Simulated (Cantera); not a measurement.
What does this Cantera script print?

```python
import numpy as np
import cantera as ct

gas = ct.Solution("gri30.yaml")
gas.TPX = 1325, 13332, {'H2': 0.64, 'O2': 1, 'N2': 12}
reactor = ct.IdealGasConstPressureReactor(gas, energy="off", clone=False)
net = ct.ReactorNet([reactor])
net.rtol, net.atol = 1e-08, 1e-18
show = ['H2', 'O2', 'HO2', 'H2O2', 'N2O', 'H2O', 'NO2']
times = np.geomspace(5e-05, 4, 9)

steps = ct.SolutionArray(gas, extra=["t"])
rows = []
print(f"{'t/s':>10s}{'T/K':>9s}{'P/Pa':>11s}" + "".join(f"{s:>11s}" for s in show))
for t in times:
    while net.time < t:
        t_next = net.step()
        steps.append(gas.state, t=t_next)
    rows.append([np.interp(t, steps.t, y) for y in (steps.T, steps.P, *steps(*show).X.T)])
    print(f"{t:10.3e}{rows[-1][0]:9.1f}{rows[-1][1]:11.4g}" + "".join(f"{x:11.3e}" for x in rows[-1][2:]))
rate = np.gradient(steps.T, steps.t)
print("integrator steps:", len(steps.t))
if steps.T.max() > steps.T[0] + 200:
    print(f"time of steepest temperature rise: {steps.t[rate.argmax()]:.4e} s")
gas.TPX = 1325, 13332, {'H2': 0.64, 'O2': 1, 'N2': 12}
gas.equilibrate("TP")
print(f"equilibrium (TP): T = {gas.T:.1f} K  " + "  ".join(f"{s} {gas[s].X[0]:.3e}" for s in show))
```

Result:

```
       t/s      T/K       P/Pa         H2         O2        HO2       H2O2        N2O        H2O        NO2
 5.000e-05   1325.0  1.333e+04  4.692e-02  7.331e-02  1.352e-08  3.259e-11  6.246e-15  1.322e-08  2.905e-24
 2.050e-04   1325.0  1.333e+04  4.692e-02  7.331e-02  8.708e-08  5.467e-10  4.592e-13  3.621e-06  1.529e-20
 8.409e-04   1325.0  1.333e+04  3.777e-03  5.023e-02  2.674e-06  2.198e-07  1.950e-08  3.349e-02  4.534e-11
 3.448e-03   1325.0  1.333e+04  2.119e-03  5.022e-02  2.663e-06  2.494e-07  3.045e-08  4.162e-02  3.418e-10
 1.414e-02   1325.0  1.333e+04  2.972e-04  5.074e-02  1.714e-06  1.434e-07  6.145e-08  4.724e-02  1.858e-09
 5.800e-02   1325.0  1.333e+04  1.643e-05  5.100e-02  2.651e-07  2.510e-08  9.630e-08  4.795e-02  9.962e-09
 2.378e-01   1325.0  1.333e+04  1.659e-06  5.103e-02  3.405e-08  4.108e-09  1.050e-07  4.802e-02  1.180e-08
 9.754e-01   1325.0  1.333e+04  2.904e-07  5.104e-02  8.872e-09  8.682e-10  8.454e-08  4.804e-02  9.491e-09
 4.000e+00   1325.0  1.333e+04  9.292e-08  5.104e-02  6.787e-09  3.050e-10  2.868e-08  4.804e-02  1.262e-08
integrator steps: 1828
equilibrium (TP): T = 1325.0 K  H2 7.874e-08  O2 5.092e-02  HO2 6.840e-09  H2O2 2.620e-10  N2O 6.287e-09  H2O 4.804e-02  NO2 4.323e-07
```

Model: GRI-Mech 3.0 (53 species, 325 reactions), integrated in Cantera. The temperature is held fixed by assumption; the heat of reaction is taken as removed at once.
